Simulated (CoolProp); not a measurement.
A single-stage vapour-compression cycle with C3F8 (R218): evaporating at 216.15 K (dew point), condensing at 259.15 K (bubble point), superheat 0 K, subcooling 8 K, compressor efficiency 0.9, no pressure losses. Each further row changes one setting.

Model: reference Helmholtz-energy equation of state, Lemmon 2006, in CoolProp. It is a short technical equation, of lower accuracy than the large ones.

```tsv
case	cooling COP	pressure ratio	discharge temperature (K)	refrigerating effect (kJ/kg)	volumetric capacity (kJ/m³)
as stated	3.78	6.98	259.1	78.2	308
evaporating temperature 221.15 K	4.53	5.32	259.1	81.2	413
condensing temperature 254.15 K	4.46	5.79	254.1	83.2	328
subcooling 13 K	4.03	6.98	259.1	83.2	328
superheat 10 K	3.87	6.98	262.3	84.9	318
compressor efficiency 0.8	3.36	6.98	259.1	78.2	308
```

The compression ends wet for: as stated; evaporating temperature 221.15 K; condensing temperature 254.15 K; subcooling 13 K; compressor efficiency 0.8.
